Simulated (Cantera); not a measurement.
An isothermal, constant-pressure homogeneous reactor starts with CH4 : H2O = 1 : 0.71 (molar parts), at 2025 K and 20.0 bar. Integrator tolerance rtol = 1e-08.

Cantera simulation using GRI-Mech 3.0 (53 species, 325 reactions); the numbers are that mechanism's predictions, not measurements. GRI-Mech 3.0 stops at C3 and has no aromatics, soot or wall deposition, so with more carbon than oxygen in the feed, carbon stays in small species such as C2H2 where larger ones or solid carbon would form. The pressure lies above the range GRI-Mech 3.0 was tuned for (to about 10 atm).

Question: What does this change do: temperature 2025 to 1223 K?

Answer: 
```csv
quantity,before,after
x(CH4) at 200 s,0.0272 (gas-phase equilibrium 0.0272),0.509 (gas-phase equilibrium 0.142)
x(H2O) at 200 s,4.93e-5 (gas-phase equilibrium 5.05e-5),0.389 (gas-phase equilibrium 0.0343)
x(CH2O) at 200 s,1.26e-6 (gas-phase equilibrium 1.26e-6),1.59e-7 (gas-phase equilibrium 1.18e-6)
x(H2) at 200 s,0.729 (gas-phase equilibrium 0.729),0.0714 (gas-phase equilibrium 0.620)
x(O2) at 200 s,<1e-12 (gas-phase equilibrium <1e-12),<1e-12 (gas-phase equilibrium <1e-12)
x(CH2CO) at 200 s,3.37e-6 (gas-phase equilibrium 3.37e-6),5.75e-7 (gas-phase equilibrium 5.59e-8)
```
